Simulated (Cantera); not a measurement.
An adiabatic, constant-pressure homogeneous reactor starts with CH4 : CO : O2 : N2 = 1 : 0.83 : 1.78 : 6.71 (molar parts), at 1650 K and 2.86 atm.

Cantera simulation using GRI-Mech 3.0 (53 species, 325 reactions); the numbers are that mechanism's predictions, not measurements.

One state of this run: T (K) = 2893; x CH4 = <1e-12; x CO = 0.107; x O2 = 0.00577; x CH2CO = <1e-12; x CH3 = 1.04e-12. x: mole fraction; the columns are a selection and need not sum to one.

Q: Which value of t (s) does it belong to?
A. 6.91e-5
B. 4.85e-6
C. 0.0825
D. 2.00e-6

A: C, 0.0825
